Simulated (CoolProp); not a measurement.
Saturation properties of hydrogen sulfide.

Values from CoolProp's reference Helmholtz-energy equation of state, Lemmon 2006. It is a short technical equation, of lower accuracy than the large ones.

```csv
T (K),p (bar),vapour density (kg/m³),liquid cp (kJ/(kg K)),vapour viscosity (µPa s)
275.4,11.02,18.64,2.105,10.4
279,12.21,20.59,2.122,10.5
282.5,13.46,22.64,2.140,10.7
286.1,14.83,24.90,2.160,10.8
289.7,16.30,27.35,2.183,10.9
293.3,17.88,30.00,2.208,11.1
296.8,19.51,32.77,2.235,11.2
300.4,21.31,35.83,2.265,11.4
```

It boils at 212.9 K under 1 atm.

Viscosity comes from a separate model (Quiñones-Cisneros 2012).
